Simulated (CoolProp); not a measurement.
The numbers come from the reference Helmholtz-energy equation of state, Thol 2019 in CoolProp.

**Question.** For dodecamethylpentasiloxane (MD3M), give the phase and the density (kg/m³), cp (kJ/(kg K)), isothermal compressibility (1/MPa) at 468 K and 0.13 MPa.

**Answer.** 
- 468 K and 0.13 MPa: liquid; density 697, cp 2.08, isothermal compressibility 0.00737
